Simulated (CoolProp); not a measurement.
Aqueous ethanol as a coolant, 56 % by mass, freezing at -41.9 °C, 1 atm.

Computed with CoolProp (Melinder's fits for secondary coolants).

```json
[
 {"T (°C)": "-20.9", "cp (kJ/(kg K))": "3.178", "density (kg/m³)": "?", "viscosity (mPa s)": "17.8", "conductivity (W/(m K))": "0.286"},
 {"T (°C)": "-15.6", "cp (kJ/(kg K))": "3.258", "density (kg/m³)": "928.8", "viscosity (mPa s)": "?", "conductivity (W/(m K))": "0.287"},
 {"T (°C)": "-10.2", "cp (kJ/(kg K))": "3.335", "density (kg/m³)": "924.4", "viscosity (mPa s)": "9.78", "conductivity (W/(m K))": "0.288"},
 {"T (°C)": "-4.9", "cp (kJ/(kg K))": "3.407", "density (kg/m³)": "?", "viscosity (mPa s)": "7.53", "conductivity (W/(m K))": "0.289"},
 {"T (°C)": "0.4", "cp (kJ/(kg K))": "3.474", "density (kg/m³)": "915.9", "viscosity (mPa s)": "?", "conductivity (W/(m K))": "0.290"},
 {"T (°C)": "5.7", "cp (kJ/(kg K))": "3.536", "density (kg/m³)": "911.6", "viscosity (mPa s)": "?", "conductivity (W/(m K))": "0.291"},
 {"T (°C)": "11", "cp (kJ/(kg K))": "3.594", "density (kg/m³)": "907.3", "viscosity (mPa s)": "3.84", "conductivity (W/(m K))": "0.292"},
 {"T (°C)": "16.4", "cp (kJ/(kg K))": "3.647", "density (kg/m³)": "902.9", "viscosity (mPa s)": "3.15", "conductivity (W/(m K))": "0.293"},
 {"T (°C)": "21.7", "cp (kJ/(kg K))": "3.694", "density (kg/m³)": "898.6", "viscosity (mPa s)": "?", "conductivity (W/(m K))": "0.293"},
 {"T (°C)": "27", "cp (kJ/(kg K))": "?", "density (kg/m³)": "894.3", "viscosity (mPa s)": "2.19", "conductivity (W/(m K))": "0.294"},
 {"T (°C)": "32.3", "cp (kJ/(kg K))": "?", "density (kg/m³)": "889.9", "viscosity (mPa s)": "1.85", "conductivity (W/(m K))": "0.295"},
 {"T (°C)": "37.7", "cp (kJ/(kg K))": "3.799", "density (kg/m³)": "885.4", "viscosity (mPa s)": "1.56", "conductivity (W/(m K))": "0.296"}
]
```

Some entries are withheld; supply them.


- -20.9, density (kg/m³): 933.1
- -15.6, viscosity (mPa s): 13.0
- -4.9, density (kg/m³): 920.1
- 0.4, viscosity (mPa s): 5.91
- 5.7, viscosity (mPa s): 4.73
- 21.7, viscosity (mPa s): 2.61
- 27, cp (kJ/(kg K)): 3.735
- 32.3, cp (kJ/(kg K)): 3.769
